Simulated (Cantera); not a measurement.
Standard-state values (1 bar) from the NASA 1993 polynomials, evaluated with Cantera. Values are per mole of reaction as written; species without (g) are pure solids or liquids, kept so even where they would boil at 1 bar.

Br₂(g) + Mg(g) = MgBr₂

| T (K) | ΔH° (kJ) | ΔS° (J/K) | ΔG° (kJ) | log10 K |
|---|---|---|---|---|
| 300 | (withheld) | (withheld) | (withheld) | (withheld) |
| 575 | (withheld) | (withheld) | (withheld) | (withheld) |
| 675 | -694.3 | -260.1 | -518.7 | 40.14 |
| 775 | (withheld) | (withheld) | (withheld) | (withheld) |
| 875 | (withheld) | (withheld) | (withheld) | (withheld) |
| 975 | -686.3 | -250.3 | -442.2 | 23.69 |

Problem. Fill in the missing entries.

Solution. 
- 300, ΔH° (kJ): -702.2
- 300, ΔS° (J/K): -276.9
- 300, ΔG° (kJ): -619.2
- 300, log10 K: 107.81
- 575, ΔH° (kJ): -696.7
- 575, ΔS° (J/K): -263.9
- 575, ΔG° (kJ): -544.9
- 575, log10 K: 49.50
- 775, ΔH° (kJ): -691.8
- 775, ΔS° (J/K): -256.6
- 775, ΔG° (kJ): -492.9
- 775, log10 K: 33.22
- 875, ΔH° (kJ): -689.1
- 875, ΔS° (J/K): -253.4
- 875, ΔG° (kJ): -467.4
- 875, log10 K: 27.90
